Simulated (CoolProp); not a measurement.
Vapour pressure (kPa) of R1336mzz(E): the reference equation beside estimates from Tc = 130.4 °C, pc = 2779 kPa, ω = 0.413.

The numbers come from the reference Helmholtz-energy equation of state, Akasaka 2023 in CoolProp.

```json
[
 {"T (°C)": "-50.65", "reference": "4.192", "van der Waals": "145.6", "Redlich-Kwong": "22.10", "Peng-Robinson": "4.570"},
 {"T (°C)": "-34.65", "reference": "12.20", "van der Waals": "221.2", "Redlich-Kwong": "48.50", "Peng-Robinson": "12.78"},
 {"T (°C)": "-18.65", "reference": "30.03", "van der Waals": "320.1", "Redlich-Kwong": "94.30", "Peng-Robinson": "30.70"},
 {"T (°C)": "-2.65", "reference": "64.80", "van der Waals": "445.0", "Redlich-Kwong": "166.8", "Peng-Robinson": "65.30"},
 {"T (°C)": "13.35", "reference": "125.9", "van der Waals": "598.6", "Redlich-Kwong": "273.5", "Peng-Robinson": "125.9"},
 {"T (°C)": "29.35", "reference": "224.8", "van der Waals": "783.1", "Redlich-Kwong": "422.3", "Peng-Robinson": "224.0"},
 {"T (°C)": "45.35", "reference": "374.9", "van der Waals": "1001", "Redlich-Kwong": "620.5", "Peng-Robinson": "373.5"},
 {"T (°C)": "61.35", "reference": "591.5", "van der Waals": "1253", "Redlich-Kwong": "875.3", "Peng-Robinson": "590.3"},
 {"T (°C)": "77.35", "reference": "891.5", "van der Waals": "1542", "Redlich-Kwong": "1193", "Peng-Robinson": "892.2"},
 {"T (°C)": "93.45", "reference": "1297", "van der Waals": "1871", "Redlich-Kwong": "1584", "Peng-Robinson": "1303"}
]
```

Absolute difference from the reference over all 10 rows, mean and median: van der Waals 765.9 and 311.9 %, Redlich-Kwong 147.1 and 102.5 %, Peng-Robinson 1.8 and 0.4 %.
